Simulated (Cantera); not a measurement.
Cantera run:

```python
import numpy as np
import cantera as ct

gas_names = """
    F F2 H HF H2 H2F2 H3F3 H4F4 H5F5 H6F6 H7F7 N NF NF2 NF3 NH NH2 NH3 N2 N2H2 N2H4 Pb PbF PbF2 PbF4 Pb2
""".split()
cond_names = """
    Pb(cr) Pb(L) PbF2(a) PbF2(b) PbF2(L)
""".split()


# ... load() reads the species with a 1 bar reference pressure and builds the phases ...
atoms = {
    'PbF2': {'Pb': 1, 'F': 2},
    'HF': {'H': 1, 'F': 1},
    'N2': {'N': 2},
}
top_T = {}  # K; cautious upper limits of use, not melting points


# ... equilibrate(T, P, feed) seeds the gas with the atoms and calls Mixture.equilibrate('TP', solver="vcs", rtol=1e-11, max_steps=5000) ...
results = []
feed = {'PbF2': 1, 'HF': 0.18, 'N2': 46}  # mol
T = 1950  # K
P = 0.53  # Pa
mix = equilibrate(T, P, feed)
results.append((T, P, feed, dict(zip(mix.species_names, mix.species_moles))))
print(gas.report(threshold=0.001))
for i in range(1, mix.n_phases):
    print(f"{mix.phase(i).name:16s} {mix.phase_moles(i):12.5e} mol")
```

It prints:

```
       temperature   1950 K
          pressure   0.53 Pa
           density   1.0222e-06 kg/m^3
  mean mol. weight   31.27 kg/kmol
   phase of matter   gas

                          1 kg             1 kmol
                     ---------------   ---------------
          enthalpy        1.8946e+06        5.9245e+07  J
   internal energy        1.3761e+06        4.3031e+07  J
           entropy             11247         3.517e+05  J/K
    Gibbs function       -2.0038e+07       -6.2658e+08  J
 heat capacity c_p            1121.7             35074  J/K
 heat capacity c_v            855.76             26760  J/K

                      mass frac. Y      mole frac. X     chem. pot. / RT
                     ---------------   ---------------   ---------------
                 F          0.024548          0.040404           -32.269
                HF         0.0023375         0.0036535           -59.148
                N2           0.83817            0.9356            -39.07
                Pb             0.133          0.020072           -27.696
     [  +22 minor]         0.0019432        0.00027508

Pb(L)             0.00000e+00 mol
PbF2(L)           0.00000e+00 mol
```

Cantera equilibrium calculation (NASA polynomials, part measured and part estimated; ideal gas, pure solids and liquids).
